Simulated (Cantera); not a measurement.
Input: 1 mol HgO, 0.024 mol O2, 0.19 mol H2, at 34.0 mbar.

Equilibrium computed with Cantera from the NASA thermochemical tables; the gas is ideal and each condensed phase is pure. Candidate condensed phases: H2O, Hg, HgO; 10 gas species. Kinetics and transport are ignored.

x: gas mole fraction; n: condensed amount in mol.

```tsv
T (K)	x H2O	x Hg	x O2	x OH	x O	x H2	x H	n Hg(l)	n HgO(s)
450	0.694	0.306	4.80e-9	<1e-12	<1e-12	<1e-12	<1e-12	0.0583	0.858
550	0.564	0.431	0.00504	<1e-12	<1e-12	<1e-12	<1e-12	0	0.855
650	0.117	0.618	0.265	8.46e-12	<1e-12	<1e-12	<1e-12	0	0
750	0.117	0.618	0.265	4.59e-10	<1e-12	<1e-12	<1e-12	0	0
850	0.117	0.618	0.265	9.79e-9	2.07e-12	<1e-12	<1e-12	0	0
950	0.117	0.618	0.265	1.10e-7	8.87e-11	…	<1e-12	0	0
1050	0.117	0.618	0.265	7.80e-7	1.87e-9	…	<1e-12	0	0
1150	0.117	0.618	0.265	3.94e-6	2.32e-8	…	2.95e-11	0	0
1250	0.117	0.618	0.265	1.54e-5	1.93e-7	…	5.41e-10	0	0
1350	0.117	0.618	0.265	4.90e-5	1.18e-6	…	6.49e-9	0	0
1450	0.117	0.618	0.265	0.000133	5.61e-6	…	5.55e-8	0	0
1550	0.117	0.618	0.265	0.000318	2.18e-5	…	3.61e-7	0	0
```

Problem. Some entries are withheld; supply them.

Solution. 
- 950, x H2: 2.25e-11
- 1050, x H2: 4.47e-10
- 1150, x H2: 5.31e-9
- 1250, x H2: 4.26e-8
- 1350, x H2: 2.52e-7
- 1450, x H2: 1.17e-6
- 1550, x H2: 4.46e-6
